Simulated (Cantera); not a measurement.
## Thermodynamics of silicon oxide and oxynitride deposition, feed SiCl4 + H2O + O2

Feed: 1 mol SiCl4, 11 mol H2O, 0.36 mol O2, held at 105 Torr.

Equilibrium computed with Cantera from the NASA thermochemical tables; the gas is ideal and each condensed phase is pure. Candidate condensed phases: H2O, Si, SiO2; 30 gas species. The tables hold silica as quartz up to 1696 K and as liquid above; real silica turns to tridymite and cristobalite and melts near 1996 K. Gases not in the tables: Si(OH)4. Kinetics and transport are ignored.

From 998 K to 1598 K the condensed part is SiO2(β-quartz). From 1698 K to 1898 K the condensed part is SiO2(condensed). From 1998 K to 2098 K the condensed part is SiO2(l).

| T (K) | x H2O | x HCl | x O2 | x Cl | x OH | x H2 | x Cl2 | n SiO2(β-quartz) | n SiO2(condensed) | n SiO2(l) |
|---|---|---|---|---|---|---|---|---|---|---|
| 998 | 0.677 | 0.294 | 0.0256 | 5.17e-5 | 2.78e-7 | 9.30e-10 | 0.00263 | 1.00 | 0 | 0 |
| 1098 | 0.676 | 0.297 | 0.0262 | 0.000149 | 1.66e-6 | 1.40e-8 | 0.00142 | 1.00 | 0 | 0 |
| 1198 | 0.675 | 0.297 | 0.0264 | 0.000357 | 7.37e-6 | 1.35e-7 | 0.000832 | 1.00 | 0 | 0 |
| 1298 | 0.675 | 0.298 | 0.0265 | 0.000747 | 2.60e-5 | 9.28e-7 | 0.000526 | 1.00 | 0 | 0 |
| 1398 | 0.675 | 0.297 | 0.0264 | 0.00140 | 7.63e-5 | 4.86e-6 | 0.000352 | 1.00 | 0 | 0 |
| 1498 | 0.675 | 0.296 | 0.0262 | 0.00242 | 0.000194 | 2.05e-5 | 0.000247 | 1.00 | 0 | 0 |
| 1598 | 0.675 | 0.295 | 0.0258 | 0.00389 | 0.000438 | 7.28e-5 | 0.000180 | 1.00 | 0 | 0 |
| 1698 | 0.675 | 0.293 | 0.0252 | 0.00589 | 0.000897 | 0.000223 | 0.000134 | 0 | 1.00 | 0 |
| 1798 | 0.675 | 0.290 | 0.0246 | 0.00847 | 0.00169 | 0.000608 | 0.000102 | 0 | 1.000 | 0 |
| 1898 | 0.674 | 0.286 | 0.0238 | 0.0117 | 0.00298 | 0.00149 | 7.97e-5 | 0 | 1.000 | 0 |
| 1998 | 0.671 | 0.282 | 0.0232 | 0.0155 | 0.00495 | 0.00335 | 6.31e-5 | 0 | 0 | 1.000 |
| 2098 | 0.665 | 0.276 | 0.0229 | 0.0202 | 0.00784 | 0.00686 | 5.11e-5 | 0 | 0 | 1.000 |
x: gas mole fraction; n: condensed amount in mol.
